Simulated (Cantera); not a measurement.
An isothermal, constant-pressure homogeneous reactor starts with N2O : H2 : N2 = 1 : 0.039 : 0.79 (molar parts), at 1375 K and 26000 Pa. Integrator tolerance rtol = 1e-08.

Computed with Cantera and GRI-Mech 3.0 (53 species, 325 reactions). GRI-Mech 3.0 was tuned for natural gas; its chemistry of N2O as a main component is partial and can be far from experiment. The mechanism lacks the step 2 NO + O2 → 2 NO2, which can matter for NO2 below about 1400 K. The temperature is held fixed by assumption; the heat of reaction is taken as removed at once.

Q: What does this change do: N2O 1 to 7.2 parts?

A: 
| quantity | before | after |
|---|---|---|
| x(N2O) at 30.0 s | 9.08e-7 (gas-phase equilibrium 2.02e-8) | 2.47e-6 (gas-phase equilibrium 2.18e-8) |
| x(H2) at 30.0 s | 2.42e-8 (gas-phase equilibrium 2.24e-8) | 3.98e-9 (gas-phase equilibrium 3.65e-9) |
| x(H) at 30.0 s | 1.05e-9 (gas-phase equilibrium 1.01e-9) | 4.27e-10 (gas-phase equilibrium 4.09e-10) |
| x(HO2) at 30.0 s | 1.91e-8 (gas-phase equilibrium 2.14e-8) | 1.13e-8 (gas-phase equilibrium 1.28e-8) |
| x(OH) at 30.0 s | 1.32e-5 (gas-phase equilibrium 1.37e-5) | 6.49e-6 (gas-phase equilibrium 6.76e-6) |
| x(N2) at 30.0 s | 0.746 (gas-phase equilibrium 0.775) | 0.641 (gas-phase equilibrium 0.688) |
| x(O2) at 30.0 s | 0.178 (gas-phase equilibrium 0.208) | 0.261 (gas-phase equilibrium 0.308) |
